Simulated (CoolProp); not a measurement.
A closed Brayton cycle with carbon dioxide: compressor inlet 316.15 K and 8.9 MPa, high pressure 20.9 MPa, turbine inlet 785 K, compressor efficiency 0.8, turbine efficiency 0.85, recuperator effectiveness 0.9 (on enthalpy, no pinch check). Each further row changes one setting.

The numbers come from the reference Helmholtz-energy equation of state, Span 1996 in CoolProp.

| case | thermal efficiency (%) | net work (kJ/kg) | compressor to turbine work | compressor exit (K) | turbine exit (K) |
|---|---|---|---|---|---|
| as stated | 29.2 | 68.0 | 0.33 | 370.3 | 690.4 |
| turbine inlet 735 K | 27.5 | … | … | 370.3 | … |
| compressor inlet 326.15 K | 27.7 | 57.8 | 0.43 | … | 690.4 |
| high pressure 17.8 MPa | 27.3 | 57.6 | … | … | 707.8 |
| recuperator effectiveness 0.5 | 17.7 | 68.0 | 0.33 | 370.3 | 690.4 |

Question: Some entries are withheld; supply them.

Answer: 
- turbine inlet 735 K, net work (kJ/kg): 60.5
- turbine inlet 735 K, compressor to turbine work: 0.35
- turbine inlet 735 K, turbine exit (K): 643.7
- compressor inlet 326.15 K, compressor exit (K): 395.5
- high pressure 17.8 MPa, compressor to turbine work: 0.31
- high pressure 17.8 MPa, compressor exit (K): 359.9
